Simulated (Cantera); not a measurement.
Cantera run, input and output.

```python
import numpy as np
import cantera as ct

gas = ct.Solution("h2o2.yaml")
gas.TPX = 350, 90000, {'H2': 1, 'O2': 0.568, 'N2': 2.14}
flame = ct.FreeFlame(gas, width=0.043)
flame.set_refine_criteria(ratio=3, slope=0.08, curve=0.16)
flame.transport_model = "unity-Lewis-number"
flame.solve(loglevel=0, auto=True)
z, T = flame.grid, flame.T
thick = (T[-1] - T[0]) / np.gradient(T, z).max()
show = ['H2', 'O2', 'OH', 'HO2', 'H2O2', 'O']
print(f"laminar burning velocity  {flame.velocity[0] * 100:.3f} cm/s")
print(f"burnt temperature         {T[-1]:.1f} K")
print(f"thermal thickness         {thick * 1e3:.4f} mm")
print(f"grid points               {len(z)}")
z0 = z[flame.heat_release_rate.argmax()]
print(f"{'z/mm':>9s}{'T/K':>9s}{'u/(m/s)':>9s}" + "".join(f"{s:>11s}" for s in show))
rows = []
for k in (-3, -2, -1.5, -1, -0.5, -0.25, 0, 0.25, 0.5, 1, 2, 4, 8):
    zz = z0 + k * thick
    rows.append([k * thick, np.interp(zz, z, T), np.interp(zz, z, flame.velocity),
                 *(np.interp(zz, z, flame.X[gas.species_index(s)]) for s in show)])
    print(f"{rows[-1][0] * 1e3:9.3f}{rows[-1][1]:9.1f}{rows[-1][2]:9.3f}" + "".join(f"{x:11.3e}" for x in rows[-1][3:]))
```

Output:

```
laminar burning velocity  187.315 cm/s
burnt temperature         2303.9 K
thermal thickness         0.3452 mm
grid points               104
     z/mm      T/K  u/(m/s)         H2         O2         OH        HO2       H2O2          O
   -1.036    350.0    1.873  2.697e-01  1.532e-01  2.895e-13  3.563e-09  7.032e-10  8.621e-11
   -0.690    350.0    1.873  2.697e-01  1.532e-01  9.859e-12  7.460e-08  1.475e-08  1.924e-09
   -0.518    350.3    1.875  2.697e-01  1.532e-01  1.604e-10  5.082e-07  1.004e-07  1.353e-08
   -0.345    352.7    1.887  2.694e-01  1.530e-01  9.376e-09  4.694e-06  9.083e-07  1.350e-07
   -0.173    438.1    2.332  2.603e-01  1.484e-01  1.881e-05  1.631e-04  1.864e-05  1.268e-05
   -0.086    779.5    4.062  2.174e-01  1.278e-01  6.509e-04  2.235e-04  2.234e-05  4.274e-04
    0.000   1236.4    6.256  1.181e-01  8.258e-02  3.496e-03  7.872e-05  5.934e-06  4.867e-03
    0.086   1512.1    7.503  5.036e-02  4.854e-02  9.300e-03  3.673e-05  3.387e-06  1.078e-02
    0.173   1655.4    8.122  3.621e-02  3.893e-02  1.240e-02  2.500e-05  2.008e-06  1.166e-02
    0.345   1810.8    8.774  3.141e-02  3.423e-02  1.443e-02  1.753e-05  1.020e-06  9.721e-03
    0.690   1962.4    9.392  2.621e-02  3.042e-02  1.505e-02  1.172e-05  5.495e-07  6.970e-03
    1.381   2092.7    9.909  1.976e-02  2.699e-02  1.416e-02  7.374e-06  3.454e-07  4.489e-03
    2.762   2193.5   10.302  1.335e-02  2.424e-02  1.216e-02  4.580e-06  2.460e-07  2.633e-03
```

Model: the H2/O2 subset of GRI-Mech 3.0, which has no nitrogen chemistry, integrated in Cantera. Unity Lewis numbers drop preferential diffusion, which matters most where H2 and H carry the flame. Burning velocities carry a grid error of a few per cent, more on coarse grids.
